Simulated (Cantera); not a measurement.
Cantera run:

```python
import numpy as np
import cantera as ct

gas_names = """
    CL CLF CLF3 CL2 F F2 H HCL HF H2 H2F2 H3F3 H4F4 H5F5 H6F6 H7F7 Si SiCL SiCL2 SiCL3 SiCL4 SiF SiF2
    SiF3 SiF4 SiH SiHCL3 SiHF3 SiH2 SiH2CL2 SiH2F2 SiH3 SiH3CL SiH3F SiH4 Si2 Si3
""".split()
cond_names = """
    Si(cr) Si(L)
""".split()


# ... load() reads the species with a 1 bar reference pressure and builds the phases ...
atoms = {
    'Si': {'Si': 1},
    'HCl': {'H': 1, 'CL': 1},
    'F2': {'F': 2},
}
top_T = {}  # K; cautious upper limits of use, not melting points


# ... equilibrate(T, P, feed) seeds the gas with the atoms and calls Mixture.equilibrate('TP', solver="vcs", rtol=1e-11, max_steps=5000) ...
results = []
feed = {'Si': 1, 'HCl': 21, 'F2': 2.6}  # mol
T = 548.15  # K
P = 100000  # Pa
mix = equilibrate(T, P, feed)
results.append((T, P, feed, dict(zip(mix.species_names, mix.species_moles))))
print(gas.report(threshold=0.0001))
for i in range(1, mix.n_phases):
    print(f"{mix.phase(i).name:16s} {mix.phase_moles(i):12.5e} mol")
```

It prints:

```
       temperature   548.15 K
          pressure   1e+05 Pa
           density   0.86649 kg/m^3
  mean mol. weight   39.491 kg/kmol
   phase of matter   gas

                          1 kg             1 kmol
                     ---------------   ---------------
          enthalpy       -4.0224e+06       -1.5885e+08  J
   internal energy       -4.1379e+06       -1.6341e+08  J
           entropy            5443.1        2.1495e+05  J/K
    Gibbs function       -7.0061e+06       -2.7668e+08  J
 heat capacity c_p            819.47             32362  J/K
 heat capacity c_v            608.92             24047  J/K

                      mass frac. Y      mole frac. X     chem. pot. / RT
                     ---------------   ---------------   ---------------
               CL2          0.047664          0.026549           -31.101
               HCL           0.80882           0.87611           -43.402
                HF          0.026897          0.053093           -84.174
              SiF4           0.11662          0.044248           -392.95
     [  +33 minor]         2.117e-06        2.0893e-06

Si(cr)            0.00000e+00 mol
```

These are equilibrium values from Cantera (NASA tables, ideal gas, pure condensed phases), not measurements of a reactor.
